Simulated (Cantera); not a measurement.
A Cantera script and its output.

```python
import numpy as np
import cantera as ct

surf = ct.Interface("diamond.yaml", "diamond_100")
gas, bulk = surf.adjacent["gas"], surf.adjacent["diamond"]
k = surf.kinetics_species_index(bulk.species_names[0])
cover = ["c6HH", "c6H*", "c6*H", "c6**", "c6HM", "c6B"]

rows, drift = [], 0.0
print(f"{'T':>10s}{'um/h':>11s}" + "".join(f"{s:>11s}" for s in cover))
for v in [900, 950, 1000, 1050, 1100, 1150, 1200, 1250, 1300, 1350, 1400]:
    T, P, xH, xCH3 = v, 1100, 0.0032, 9.9e-05
    gas.TPX = T, P, {"H": xH, "CH3": xCH3, "CH4": 0.0089, "H2": 1 - xH - xCH3 - 0.0089}
    surf.TP = bulk.TP = T, P
    surf.coverages = "c6H*:0.1, c6HH:0.9"
    surf.advance_coverages(100.0)
    before = surf.coverages
    surf.advance_coverages(100.0)
    drift = max(drift, np.max(np.abs(surf.coverages - before) / (surf.coverages + 1e-9)))
    rate = surf.net_production_rates[k] * bulk.mean_molecular_weight / bulk.density * 3.6e9
    rows.append([rate, *surf[cover].coverages])
    print(f"{v:10.4g}{rate:11.4e}" + "".join(f"{x:11.3e}" for x in rows[-1][1:]))
```

It prints:

```
         T       um/h       c6HH       c6H*       c6*H       c6**       c6HM        c6B
       900 3.2459e-01  6.710e-01  1.014e-02  2.838e-01  4.199e-03  2.482e-02  8.808e-10
       950 4.0913e-01  6.283e-01  1.377e-02  3.269e-01  6.421e-03  1.887e-02  1.110e-09
      1000 4.4542e-01  5.873e-01  1.796e-02  3.676e-01  9.346e-03  1.295e-02  1.209e-09
      1050 3.8075e-01  5.488e-01  2.263e-02  4.051e-01  1.303e-02  7.155e-03  1.033e-09
      1100 2.5651e-01  5.121e-01  2.765e-02  4.380e-01  1.742e-02  3.057e-03  6.961e-10
      1150 1.6554e-01  4.773e-01  3.283e-02  4.654e-01  2.244e-02  1.113e-03  4.492e-10
      1200 1.2852e-01  4.453e-01  3.810e-02  4.876e-01  2.795e-02  3.877e-04  3.488e-10
      1250 1.2422e-01  4.168e-01  4.337e-02  5.053e-01  3.382e-02  1.361e-04  3.371e-10
      1300 1.2688e-01  3.920e-01  4.858e-02  5.191e-01  3.989e-02  4.826e-05  3.443e-10
      1350 1.1193e-01  3.705e-01  5.369e-02  5.295e-01  4.599e-02  1.703e-05  3.037e-10
      1400 7.6109e-02  3.522e-01  5.867e-02  5.369e-01  5.196e-02  6.127e-06  2.065e-10
```

Detailed kinetics in Cantera: the Harris–Goodwin 1993 mechanism for the reconstructed diamond (100) surface.
